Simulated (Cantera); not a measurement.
A closed system holds: 1 mol FeS₂, 0.25 mol H₂S, 3 mol N₂, equilibrated at 1775 K and 100 Torr.

Method: chemical equilibrium by Gibbs-energy minimisation in Cantera with the NASA 1993 tables (ideal gas, pure condensed phases). Candidate condensed phases: Fe, FeS, FeS₂, S; 16 gas species. FeS: taken at fixed stoichiometry. Kinetics and transport are ignored.

Base state: N₂ 0.777, S₂ 0.155, H₂ 0.0537, H₂S 0.00911, SH 0.00372, S 0.000653, H 0.000184, Fe 1.99e-5 (mole fractions); condensed: FeS(l).

Problem. What changes in the equilibrium state with this change: temperature from 1775 K to 1575 K?

Solution. 
| species | before | after |
|---|---|---|
| N₂ | 0.777 | 0.781 |
| S₂ | 0.155 | 0.153 |
| H₂ | 0.0537 | 0.0469 |
| H₂S | 0.00911 | 0.0172 |
| Fe | 1.99e-5 | 2.34e-7 |
| H | 0.000184 | 2.47e-5 |
| S | 0.000653 | 9.99e-5 |
| SH | 0.00372 | 0.00182 |
| FeS(l), mol | 1.000 | 1.000 |

Problem. What changes in the equilibrium state with this change: pressure from 100 Torr to 21.8 Torr?

Solution. 
```
species        before     after
-----------  --------  --------
N₂              0.777     0.775
S₂              0.155     0.157
H₂             0.0537    0.0579
H₂S           0.00911   0.00459
Fe            1.99e-5  0.000195
H            0.000184  0.000409
S            0.000653   0.00141
SH            0.00372   0.00387
FeS(l), mol     1.000     0.999
```

Problem. What changes in the equilibrium state with this change: 0.53 mol CH₄ added?

Solution. 
```json
[
 {"species": "N₂", "before": "0.777", "after": "0.609"},
 {"species": "H₂", "before": "0.0537", "after": "0.248"},
 {"species": "CS₂", "before": "0", "after": "0.0932"},
 {"species": "S₂", "before": "0.155", "after": "0.0204"},
 {"species": "H₂S", "before": "0.00911", "after": "0.0152"},
 {"species": "Fe", "before": "1.99e-5", "after": "5.49e-5"},
 {"species": "CS", "before": "0", "after": "0.00856"},
 {"species": "HCN", "before": "0", "after": "0.00211"},
 {"species": "HNC", "before": "0", "after": "7.56e-5"},
 {"species": "FeS(l), mol", "before": "1.000", "after": "1.000"},
 {"species": "C(graphite), mol", "before": "0", "after": "0.0182"}
]
```
Further candidate phases: C, C₆H₆, C₇H₈, C₈H₁₈.
